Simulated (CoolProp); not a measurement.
Vapour-liquid equilibrium of benzene (1) + cyclohexane (2) at 140.35 °C; x and y are mole fractions of (1).

Computed with CoolProp (multi-fluid Helmholtz-energy mixture model, Thol 2012 and Zhou 2014; pair parameters Bell 2016).

```csv
x,"bubble pressure, mixture model (MPa)","bubble pressure, Raoult's law (MPa)","y, mixture model","y, Raoult's law"
0.05,0.4616,0.4548,0.064,0.052
0.2,0.4811,0.4581,0.234,0.208
0.35,0.4943,0.4615,0.381,0.361
0.5,0.5014,0.4648,0.514,0.512
0.65,0.5026,0.4682,0.644,0.661
0.8,0.4971,0.4716,0.780,0.808
0.95,0.4831,0.4749,0.939,0.952
```

The largest gap from Raoult's law is +7.9 % in bubble pressure, at x = 0.5. y crosses x between x = 0.5 and 0.65: the model has an azeotrope there.

The pair parameters rest on a limited set of measurements; away from them the model extrapolates.
